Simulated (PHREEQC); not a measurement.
Dissolve 0.022 mol/kgw KHCO3 and 0.0017 mol/kgw KOH at 59 °C. Closed to the air; pH follows from the charge balance.

Computed with PHREEQC (ion-association model, phreeqc.dat).

Precipitation was switched off in this run.

Q: Estimate the pH, specific conductance.

A: pH 8.86; specific conductance 4830 µS/cm.

Q: In which forms is C present?

A: HCO3- 92 %, CO3-2 7.6 % of the C.

Constants without temperature data keep their 25 °C values here.
